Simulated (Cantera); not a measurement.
Standard-state values (1 bar) from the NASA 1993 polynomials, evaluated with Cantera. Values are per mole of reaction as written; species without (g) are pure solids or liquids, kept so even where they would boil at 1 bar.

Question: Between 775 and 1525 K, where is each reaction favourable under standard conditions?
- V + O2(g) ⇌ VO2(g)
- 2 H2(g) + O2(g) ⇌ 2 H2O(g)
- 1.333 Ti + O2(g) ⇌ 0.6667 Ti2O3

Answer: 
- V + O2(g) ⇌ VO2(g): ΔG° is -255 kJ at 775 K and -269 kJ at 1525 K; it stays negative (K > 1). ΔH° is -245 kJ and ΔS° 16 J/K at 1525 K.
- 2 H2(g) + O2(g) ⇌ 2 H2O(g): ΔG° is -410 kJ at 775 K and -326 kJ at 1525 K; it stays negative (K > 1). ΔH° is -501 kJ and ΔS° -115 J/K at 1525 K.
- 1.333 Ti + O2(g) ⇌ 0.6667 Ti2O3: ΔG° is -867 kJ at 775 K and -738 kJ at 1525 K; it stays negative (K > 1). ΔH° is -995 kJ and ΔS° -169 J/K at 1525 K.
